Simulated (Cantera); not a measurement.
## Adiabatic ignition

An adiabatic, constant-pressure homogeneous reactor starts with 36.5 % H2, 8.69 % O2, 54.8 % N2, equivalence ratio 2.1, at 1225 K and 1000000 Pa.

Cantera simulation using GRI-Mech 3.0 (53 species, 325 reactions); the numbers are that mechanism's predictions, not measurements. The hydrogen kinetics of GRI-Mech 3.0 are dated; newer H2 mechanisms differ, most at raised pressure.

| t (s) | T (K) | x H2 | x O2 | x NO2 | x HO2 | x N2O | x NO |
|---|---|---|---|---|---|---|---|
| 2.00e-6 | 1225 | 0.365 | 0.0869 | <1e-12 | 2.59e-7 | <1e-12 | <1e-12 |
| 7.52e-6 | 1225 | 0.365 | 0.0869 | <1e-12 | 2.68e-6 | 1.74e-12 | <1e-12 |
| 2.83e-5 | 1235 | 0.364 | 0.0859 | 1.15e-12 | 0.000290 | 5.03e-10 | 3.74e-11 |
| 0.000106 | 2454 | 0.208 | 2.04e-6 | 1.61e-10 | 5.59e-9 | 7.17e-9 | 1.79e-5 |
| 0.000399 | 2454 | 0.208 | 1.89e-6 | 1.85e-10 | 5.10e-9 | 7.16e-9 | 2.09e-5 |
| 0.00150 | 2454 | 0.208 | 1.89e-6 | 2.82e-10 | 5.10e-9 | 7.46e-9 | 3.19e-5 |
| 0.00565 | 2454 | 0.208 | 1.89e-6 | 4.54e-10 | 5.09e-9 | 8.27e-9 | 5.14e-5 |
| 0.0212 | 2454 | 0.208 | 1.89e-6 | 4.91e-10 | 5.09e-9 | 8.50e-9 | 5.56e-5 |
| 0.0798 | 2454 | 0.208 | 1.89e-6 | 4.91e-10 | 5.09e-9 | 8.50e-9 | 5.56e-5 |
| 0.300 | 2454 | 0.208 | 1.89e-6 | 4.91e-10 | 5.09e-9 | 8.50e-9 | 5.56e-5 |
x: mole fraction; the columns are a selection and need not sum to one.

```json
{
 "time_of_steepest_temperature_rise": "31.8 µs",
 "temperature at 0.300 s": "2454 K",
 "equilibrium_temperature": "2454 K",
 "x(H2) at 0.300 s": "0.208 (gas-phase equilibrium 0.208)",
 "x(O2) at 0.300 s": "1.89e-6 (gas-phase equilibrium 1.89e-6)",
 "x(NO2) at 0.300 s": "4.91e-10 (gas-phase equilibrium 4.91e-10)"
}
```
